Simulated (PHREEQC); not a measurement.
**Copper plating or etch bath: speciation**

Solution (25 °C): 0.16 mol CuSO4, 0.015 mol HNO3 and 0.00048 mol Na2SO4 per kg of water. Closed to the air; pH follows from the charge balance.

All values are PHREEQC results (ion-association model, wateq4f.dat), not measurements.

Each row changes one thing in this solution. Precipitation was switched off in this run.

| case | pH | ionic strength (mol/kgw) | CuSO4 (mol/kgw) | SO4-2 (mol/kgw) | HSO4- (mol/kgw) | Na+ (mol/kgw) | SI of Chalcanthite (CuSO4:5H2O) | SI of Tenorite (CuO) |
|---|---|---|---|---|---|---|---|---|
| as made | 2.40 | 0.325 | 0.0779 | 0.0726 | 0.00987 | 0.000881 | -0.76 | -4.46 |
| Na2SO4 from 0.00048 to 4.8e-05 mol/kgw | 2.40 | 0.324 | 0.0778 | 0.0723 | 0.00986 | 8.82e-5 | -0.76 | -4.46 |
| CuSO4 from 0.16 to 0.144 mol/kgw | 2.38 | 0.297 | 0.0690 | 0.0658 | 0.00964 | 0.000886 | -0.81 | -4.53 |
| HNO3 left out | 4.46 | 0.313 | 0.0820 | 0.0783 | 9.27e-5 | 0.000875 | -0.73 | -0.35 |
| 0.0078 mol/kgw LiOH added | 2.73 | 0.328 | 0.0793 | 0.0757 | 0.00480 | 0.000879 | -0.75 | -3.81 |

Complexes and solids missing from the database can't appear. Some of these states are supersaturated (in Antlerite, Brochantite, for instance).
